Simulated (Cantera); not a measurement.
## SiH₄ + HCl + H₂ (silicon epitaxy and polysilicon growth)

Charge: 1 mol SiH₄, 0.37 mol HCl, 14 mol H₂, at 948 K.

These are equilibrium values from Cantera (NASA tables, ideal gas, pure condensed phases), not measurements of a reactor. Candidate condensed phases: Si; 19 gas species. The tables' values for SiCl₃ are old estimates; treat these amounts as uncertain. Kinetics and transport are ignored.

| P (Pa) | log p H₂ | log p HCl | log p SiHCl₃ | log p SiCl₄ | log p SiH₂Cl₂ | log p SiCl₂ | n Si(s) |
|---|---|---|---|---|---|---|---|
| 100 | -3.01 | -4.84 | -6.37 | -5.85 | -7.88 | -6.48 | 0.962 |
| 300 | -2.53 | -4.44 | -5.67 | -5.24 | -7.10 | -6.18 | 0.951 |
| 880 | -2.06 | -4.07 | -5.03 | -4.69 | -6.36 | -5.90 | 0.940 |
| 2600 | -1.59 | -3.71 | -4.41 | -4.18 | -5.63 | -5.65 | 0.930 |
| 7700 | -1.12 | -3.35 | -3.81 | -3.70 | -4.92 | -5.41 | 0.921 |
| 23000 | -0.64 | -3.00 | -3.23 | -3.24 | -4.21 | -5.18 | 0.912 |
| 68000 | -0.17 | -2.66 | -2.67 | -2.81 | -3.53 | -4.96 | 0.904 |
| 200000 | 0.30 | -2.32 | -2.13 | -2.41 | -2.85 | -4.76 | 0.896 |
log p: log10 of the partial pressure in bar; n: condensed amount in mol.

From 1.00 mbar to 2.00 bar the condensed part is Si(s). The main Si-bearing gas is SiCl₄ at 1.00 mbar and SiHCl₃ at 2.00 bar. The share of Si in condensed phases is highest at 1.00 mbar (96.2 %) and lowest at 2.00 bar (89.6 %).
